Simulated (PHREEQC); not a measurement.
## Polishing slurry liquid

Solution (80 °C and 50 atm): 2.1 mmol/kgw H2SO4, 0.2 mmol/kgw Al(NO3)3 and 0.0071 mmol/kgw CO2. Closed to the air; pH follows from the charge balance.

Model: ion-association model, phreeqc.dat, run in PHREEQC.

No solid was allowed to form.

Task: What pH, ionic strength does the model give?

Result: pH 2.52; ionic strength 0.00480 mol/kgw.

Task: In which forms is Al present?

Result: AlSO4+ 67 %, Al+3 30 %, Al(SO4)2- 2.0 %, AlOH+2 1.7 % of the Al.

Under pressure, the constants of complexes without a molar volume in the database are unreliable. Constants without temperature data keep their 25 °C values here.
